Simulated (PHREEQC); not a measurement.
Consider water at 20 °C with 42 mmol/kgw NaH2PO4. Closed to the air; pH follows from the charge balance.

All values are PHREEQC results (ion-association model, phreeqc.dat), not measurements.

| quantity | before | after |
|---|---|---|
| pH | 4.56 | 4.59 |
| ionic strength (mol/kgw) | 0.0422 | 0.0423 |
| HPO4-2 (mol/kgw) | 0.000157 | 0.000234 |

Problem. Which change was made?
(A) diluted 10-fold with water
(B) diluted 5-fold with water
(C) NaH2PO4 from 0.042 to 0.084 mol/kgw
(D) NaH2PO4 from 0.042 to 0.0378 mol/kgw
(E) temperature from 20 to 75 °C

Solution. E, temperature from 20 to 75 °C

This is a speciation only: nothing precipitates in the calculation. Constants without temperature data keep their 25 °C values here.
